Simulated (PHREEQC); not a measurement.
Consider water at 25 °C with 16 mmol/kgw ZnBr2. It is in equilibrium with CO2 at log p = -1 (atm). Otherwise closed; pH follows from the charge balance.

Model: ion-association model, phreeqc.dat, run in PHREEQC.

Task: The ionic strength comes out as 0.0479 mol/kgw. What activity coefficients do ZnBr+, Br-, H+, Zn+2, ZnHCO3+ get?

Result: ZnBr+ 0.82, Br- 0.81, H+ 0.86, Zn+2 0.47, ZnHCO3+ 0.82.

No solid was allowed to form. Complexes and solids missing from the database can't appear.
